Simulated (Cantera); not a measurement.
A closed system holds: 1 mol BN, 5.2 mol H₂O, equilibrated at 100 Torr.

Method: chemical equilibrium by Gibbs-energy minimisation in Cantera with the NASA 1993 tables (ideal gas, pure condensed phases). Candidate condensed phases: B, BN, B₂O₃, B₃O₃H₃, H₂O; 39 gas species. The numbers say what is thermodynamically allowed, not how fast it happens. All values below are at 1825 K.

Base state: H₂O 0.520, H₂ 0.241, HBO₂ 0.154, N₂ 0.0806, B₂O₃ 0.00352, H 0.000593, HBO 0.000204, OH 8.92e-5 (mole fractions); condensed: gas only.

Q: What changes in the equilibrium state with this change: H₂O from 5.2 to 15 mol?

A: 
| species | before | after |
|---|---|---|
| H₂O | 0.520 | 0.812 |
| H₂ | 0.241 | 0.0936 |
| HBO₂ | 0.154 | 0.0617 |
| N₂ | 0.0806 | 0.0312 |
| HBO | 0.000204 | 2.03e-5 |
| B₂O₃ | 0.00352 | 0.000362 |
| OH | 8.92e-5 | 0.000224 |
